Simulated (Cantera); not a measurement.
A freely propagating, adiabatic, planar premixed flame of CH4 : C2H6 : O2 : N2 = 1 : 0.61 : 2.95 : 11.1 (molar parts), unburnt at 375 K and 6.60 bar; mixture-averaged transport, grid criteria slope 0.08 and curve 0.16, no radiation.

Computed with Cantera and GRI-Mech 3.0 (53 species, 325 reactions). Burning velocities carry a grid error of a few per cent, more on coarse grids.

How do the results move with these cheaper or finer settings: unity-Lewis-number transport; multicomponent transport; multicomponent+Soret transport; grid criteria slope 0.5, curve 1; grid criteria slope 0.25, curve 0.5; grid criteria slope 0.03, curve 0.06?


| setting | laminar burning velocity | thermal thickness | peak x(O) | peak x(H2O2) | grid points |
|---|---|---|---|---|---|
| as above | 15.7 cm/s | 0.173 mm | 3.42e-5 | 0.000218 | 132 |
| unity-Lewis-number transport | 13.4 cm/s | 0.193 mm | 3.31e-5 | 0.000138 | 130 |
| multicomponent transport | 15.9 cm/s | 0.175 mm | 3.43e-5 | 0.000218 | 132 |
| multicomponent+Soret transport | 15.9 cm/s | 0.173 mm | 3.57e-5 | 0.000220 | 133 |
| grid criteria slope 0.5, curve 1 | 16.8 cm/s | 0.195 mm | 3.11e-5 | 0.000238 | 30 |
| grid criteria slope 0.25, curve 0.5 | 16.1 cm/s | 0.181 mm | 3.30e-5 | 0.000228 | 52 |
| grid criteria slope 0.03, curve 0.06 | 15.6 cm/s | 0.170 mm | 3.47e-5 | 0.000216 | 345 |
The base run took very roughly 2.9 core-seconds.
Unity Lewis numbers drop preferential diffusion, which matters most where H2 and H carry the flame; Soret adds thermal diffusion.
